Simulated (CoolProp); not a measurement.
Properties of n-heptane along the isobar 101 kPa.

Model: reference Helmholtz-energy equation of state, Span 2003, in CoolProp. It is a short technical equation, of lower accuracy than the large ones.

```csv
T (°C),phase,Z,cp (kJ/(kg K)),conductivity (mW/(m K)),Prandtl number
118.95,gas,0.9572,2.108,21.2,0.759
132.05,gas,0.9623,2.160,22.6,0.756
145.15,gas,0.9666,2.212,23.9,0.754
158.25,gas,0.9703,2.264,25.4,0.753
171.35,gas,0.9734,2.316,26.8,0.751
184.45,gas,0.9761,2.368,28.3,0.749
197.55,gas,0.9785,2.419,29.8,0.748
210.65,gas,0.9806,2.469,31.3,0.747
223.75,gas,0.9824,2.518,32.8,0.746
236.85,gas,0.9840,2.567,34.4,0.745
249.95,gas,0.9854,2.614,36.0,0.744
263.05,gas,0.9867,2.661,37.6,0.743
276.15,gas,0.9878,2.707,39.2,0.742
289.25,gas,0.9888,2.751,40.8,0.741
```

Viscosity comes from a separate model (Michailidou 2014). Thermal conductivity comes from a separate model (Assael 2013).
